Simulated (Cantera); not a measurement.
A jet of 3.19 % CH4, 6.83 % O2, 90.0 % N2, equivalence ratio 0.93 at 300 K and 15.0 Torr hits a platinum plate 4 cm away at a mass flux of 0.079 kg/m²/s; the plate temperature is set and raised in steps from an oxygen-covered start.

Cantera simulation using Deutschmann's 1995 Pt surface mechanism with GRI-Mech 3.0 gas chemistry; the numbers are that mechanism's predictions, not measurements. Catalytic surfaces can have several steady states; this one follows from the mechanism file's or the stated starting coverage.

x: mole fraction at the wall; θ: surface coverage.

```json
[
 {"plate T (K)": "950", "wall x CH4": "0.0218", "wall x O2": "0.0469", "wall x H2O": "0.0188", "wall x OH": "1.17e-7", "wall x CO": "1.64e-5", "wall x CO2": "0.0123", "θ free Pt": "0.419", "θ O*": "0.580"},
 {"plate T (K)": "1000", "wall x CH4": "0.0188", "wall x O2": "0.0406", "wall x H2O": "0.0243", "wall x OH": "3.23e-7", "wall x CO": "2.02e-5", "wall x CO2": "0.0160", "θ free Pt": "0.507", "θ O*": "0.492"},
 {"plate T (K)": "1050", "wall x CH4": "0.0163", "wall x O2": "0.0352", "wall x H2O": "0.0290", "wall x OH": "7.85e-7", "wall x CO": "2.49e-5", "wall x CO2": "0.0191", "θ free Pt": "0.592", "θ O*": "0.408"},
 {"plate T (K)": "1100", "wall x CH4": "[?]", "wall x O2": "[?]", "wall x H2O": "0.0327", "wall x OH": "[?]", "wall x CO": "[?]", "wall x CO2": "0.0216", "θ free Pt": "[?]", "θ O*": "[?]"},
 {"plate T (K)": "1150", "wall x CH4": "0.0127", "wall x O2": "0.0277", "wall x H2O": "0.0354", "wall x OH": "3.35e-6", "wall x CO": "3.97e-5", "wall x CO2": "0.0234", "θ free Pt": "0.738", "θ O*": "0.262"},
 {"plate T (K)": "1200", "wall x CH4": "0.0116", "wall x O2": "0.0253", "wall x H2O": "0.0374", "wall x OH": "6.12e-6", "wall x CO": "5.20e-5", "wall x CO2": "0.0247", "θ free Pt": "0.796", "θ O*": "0.204"},
 {"plate T (K)": "1250", "wall x CH4": "0.0108", "wall x O2": "0.0237", "wall x H2O": "0.0388", "wall x OH": "[?]", "wall x CO": "[?]", "wall x CO2": "0.0256", "θ free Pt": "0.844", "θ O*": "[?]"},
 {"plate T (K)": "1300", "wall x CH4": "0.0102", "wall x O2": "0.0226", "wall x H2O": "0.0397", "wall x OH": "1.68e-5", "wall x CO": "9.52e-5", "wall x CO2": "0.0262", "θ free Pt": "0.881", "θ O*": "0.119"}
]
```

Task: Fill in the missing entries.

Result: 
- 1100, wall x CH4: 0.0142
- 1100, wall x O2: 0.0309
- 1100, wall x OH: 1.70e-6
- 1100, wall x CO: 3.10e-5
- 1100, θ free Pt: 0.669
- 1100, θ O*: 0.331
- 1250, wall x OH: 1.04e-5
- 1250, wall x CO: 6.97e-5
- 1250, θ O*: 0.156
